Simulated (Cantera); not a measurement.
A Cantera script and what it prints.

```python
import numpy as np
import cantera as ct

gas_names = """
    H H2 N NH NH2 NH3 N2 N2H2 N2H4 Si SiH SiH2 SiH3 SiH4 SiN Si2 Si2N Si3
""".split()
cond_names = """
    Si(cr) Si(L) Si3N4(a)
""".split()


# ... load() reads the species with a 1 bar reference pressure and builds the phases ...
atoms = {
    'SiH4': {'Si': 1, 'H': 4},
    'N2': {'N': 2},
}
top_T = {'Si3N4(a)': 2400}  # K; cautious upper limits of use, not melting points


# ... equilibrate(T, P, feed) seeds the gas with the atoms and calls Mixture.equilibrate('TP', solver="vcs", rtol=1e-11, max_steps=5000) ...
results = []
feed = {'SiH4': 1, 'N2': 0.23}  # mol
P = 130  # Pa
for T in [998, 1073, 1148, 1223, 1298, 1373, 1448, 1523, 1598, 1673, 1748, 1823, 1898]:
    mix = equilibrate(T, P, feed)
    results.append((T, P, feed, dict(zip(mix.species_names, mix.species_moles))))

top = {s: max(r[3][s] / sum(r[3][g] for g in gas_names) for r in results) for s in gas_names}
cols = sorted((s for s in top if top[s] > 1e-06), key=lambda s: -top[s])[:7]
seen = [c for c in cond_names if any(r[3].get(c, 0) > 1e-12 for r in results)]
print("log10 of partial pressures in bar; condensed amounts in mol")
print(f"{'T/K':>10s}" + "".join(f"{s[:9]:>10s}" for s in cols + seen))
for T, P, feed, n in results:
    ng = sum(n[g] for g in gas_names)
    print(f"{T:10.4g}" + "".join(f"{np.log10(max(n[s] / ng * P / 1e5, 1e-99)):10.3f}" for s in cols)
          + "".join(f"{n.get(c, 0):10.4g}" for c in seen))
```

Result:

```
log10 of partial pressures in bar; condensed amounts in mol
       T/K        H2        N2         H        Si       SiH       Si2      Si2N    Si(cr)     Si(L)  Si3N4(a)
       998    -2.886   -10.826   -10.110   -15.798   -15.391   -21.057   -19.945     0.655         0     0.115
      1073    -2.886    -9.462    -9.297   -14.161   -14.033   -18.922   -17.827     0.655         0     0.115
      1148    -2.886    -8.278    -8.588   -12.739   -12.854   -17.069   -15.990     0.655         0     0.115
      1223    -2.886    -7.241    -7.965   -11.492   -11.822   -15.445   -14.381    0.6551         0     0.115
      1298    -2.886    -6.326    -7.413   -10.391   -10.910   -14.011   -12.961    0.6561         0    0.1146
      1373    -2.887    -5.513    -6.921    -9.411   -10.100   -12.736   -11.698    0.6621         0    0.1126
      1448    -2.892    -4.785    -6.481    -8.534    -9.377   -11.594   -10.569    0.6933         0    0.1022
      1523    -2.912    -4.131    -6.092    -7.744    -8.734   -10.567    -9.554    0.8361         0   0.05461
      1598    -2.934    -3.873    -5.741    -7.029    -8.155    -9.638    -8.803    0.9998         0         0
      1673    -2.935    -3.873    -5.411    -6.379    -7.618    -8.794    -8.239    0.9992         0         0
      1748    -2.937    -3.874    -5.109    -5.837    -7.181    -8.126    -7.827         0    0.9972         0
      1823    -2.940    -3.877    -4.833    -5.355    -6.796    -7.544    -7.480         0    0.9917         0
      1898    -2.947    -3.882    -4.581    -4.911    -6.443    -7.008    -7.163         0     0.977         0
```

Cantera equilibrium calculation (NASA polynomials, part measured and part estimated; ideal gas, pure solids and liquids). N2 is the only nitrogen source here; it is nearly inert below about 1500 K, so the nitride shown seldom forms there in practice. Mutual solubility and eutectic melting of coexisting phases are not modelled. The tables' values for SiN are old estimates; treat these amounts as uncertain. Gases not in the tables: Si2H6 and higher silanes.
